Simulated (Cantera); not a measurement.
Charge: 1 mol Si, a varied amount of H₂O, 180 mol H₂, equilibrated at 2223.15 K and 4700 Pa.

These are equilibrium values from Cantera (NASA tables, ideal gas, pure condensed phases), not measurements of a reactor. Candidate condensed phases: H₂O, Si, SiO₂; 18 gas species. Gases not in the tables: Si₂H₆ and higher silanes. Equilibrium is a limit: real reactors are often held back by kinetics, nucleation or transport.

x: gas mole fraction; nothing condenses.

| n(H₂O) (mol) | x H₂ | x H | x SiO | x Si |
|---|---|---|---|---|
| 0.0068 | 0.966 | 0.0291 | 3.70e-5 | 0.00474 |
| 0.012 | 0.966 | 0.0291 | 6.54e-5 | 0.00472 |
| 0.02 | 0.966 | 0.0291 | 0.000109 | 0.00468 |
| 0.035 | 0.966 | 0.0291 | 0.000191 | 0.00461 |
| 0.059 | 0.966 | 0.0291 | 0.000321 | 0.00449 |
| 0.1 | 0.966 | 0.0291 | 0.000544 | 0.00430 |
| 0.17 | 0.966 | 0.0291 | 0.000925 | [?] |
| 0.3 | 0.966 | 0.0291 | 0.00163 | [?] |
| 0.52 | 0.966 | 0.0291 | 0.00282 | [?] |
| 0.89 | 0.966 | 0.0291 | 0.00482 | [?] |

Q: Complete the blanks.

A: 
- 0.17, x Si: 0.00397
- 0.3, x Si: 0.00335
- 0.52, x Si: 0.00230
- 0.89, x Si: 0.000531
